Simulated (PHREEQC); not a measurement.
Consider water at 25 °C with 0.081 mol/kgw HF, 0.0021 mol/kgw NH4F, 1.5e-05 mol/kgw H4SiO4 and 0.00018 mol/kgw H3PO4. Closed to the air; pH follows from the charge balance.

Computed with PHREEQC (ion-association model, phreeqc.dat).

Question: The ionic strength comes out as 0.00977 mol/kgw. What activity coefficients do H+, NH4+, HF2-, SiF6-2, F- get?

Answer: H+ 0.91, NH4+ 0.90, HF2- 0.90, SiF6-2 0.67, F- 0.90.

This is a speciation only: nothing precipitates in the calculation. SiF6-2 is the database's only silicon fluoride.
